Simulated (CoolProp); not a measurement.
c-C4F8 (RC318) along the isobar 2.52 MPa: density (kg/m³) from the reference equation and from simpler models built on Tc = 115.2 °C, pc = 2.778 MPa, ω = 0.355; each cubic takes its own stable root.

Values from CoolProp's reference Helmholtz-energy equation of state, Platzer 1990. This equation is an older, rougher fit; its heat capacities, sound speeds and derivatives of the liquid may be far off and weren't checked against measurements.

| T (°C) | phase | reference | van der Waals | Redlich-Kwong | Peng-Robinson |
|---|---|---|---|---|---|
| 19.55 | liquid | 1534 | 966.7 | 1371 | 1638 |
| 49.15 | liquid | 1414 | 893.6 | 1239 | 1488 |
| 78.75 | liquid | 1262 | 795.5 | 1067 | 1280 |
| 108.35 | liquid | 967.4 | 299.7 | 722.5 | 866.6 |
| 137.95 | gas | 213.0 | 214.4 | 218.7 | 220.5 |
| 167.65 | gas | 175.0 | 180.8 | 181.1 | 179.7 |
| 197.25 | gas | 153.0 | 159.5 | 158.5 | 156.0 |
| 226.85 | gas | 137.6 | 143.9 | 142.4 | 139.6 |
